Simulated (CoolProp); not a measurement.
The fluid at 298.15 K and 0.391 MPa is throttled through a valve to 0.131 MPa with no heat exchange. The same conditions are run with several fluids, on thermodynamics alone (safety and materials aside).

Model: reference Helmholtz-energy equation of state of each fluid (chloromethane (R40): Thol 2014; sulfur hexafluoride: Guder 2009; R13: Platzer 1990; fluorine: de Reuck 1990; R134a: Tillner-Roth 1994), in CoolProp. The equations of Platzer and Polt are older, rougher fits.

Task: Rank chloromethane (R40), sulfur hexafluoride, R13, fluorine, R134a by temperature change (K), highest first.

Result: fluorine (-0.5), sulfur hexafluoride (-2.5), R13 (-3.0), R134a (-6.1), chloromethane (R40) (-10.3)

```json
[
 {"fluid": "chloromethane (R40)", "final density (kg/m³)": "2.84"},
 {"fluid": "sulfur hexafluoride", "final density (kg/m³)": "7.90"},
 {"fluid": "R13", "final density (kg/m³)": "5.65"},
 {"fluid": "fluorine", "final density (kg/m³)": "2.01"},
 {"fluid": "R134a", "final density (kg/m³)": "5.67"}
]
```
